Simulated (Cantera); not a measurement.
## Equilibrium for fluorocarbon and chlorocarbon gases: CF4 + CH4 + H2

Charge: 1 mol CF4, 0.0089 mol CH4, 0.11 mol H2, held at 1275 °C.

These are equilibrium values from Cantera (NASA tables, ideal gas, pure condensed phases), not measurements of a reactor. Candidate condensed phases: C, C6H6, C7H8, C8H18; 95 gas species. Gases not in the tables: C2F6 and larger saturated fluorocarbons. The numbers say what is thermodynamically allowed, not how fast it happens.

From 1.00e-5 bar to 1.00 bar the condensed part is C(graphite). The main C-bearing gas is CF4 throughout.

```csv
P (Pa),x CF4,x HF,x CF2,x F,n C(graphite)
1,0.745,0.208,0.0233,0.0226,0.0652
4.20,0.768,0.212,0.0116,0.00778,0.0680
18,0.778,0.213,0.00562,0.00262,0.0701
75,0.782,0.214,0.00276,0.000899,0.0713
320,0.784,0.214,0.00134,0.000303,0.0720
1300,0.785,0.214,0.000665,0.000106,0.0724
5600,0.785,0.214,0.000320,3.54e-5,0.0726
24000,0.785,0.214,0.000155,1.19e-5,0.0727
100000,0.785,0.214,7.58e-5,4.08e-6,0.0727
```
x: gas mole fraction; n: condensed amount in mol.
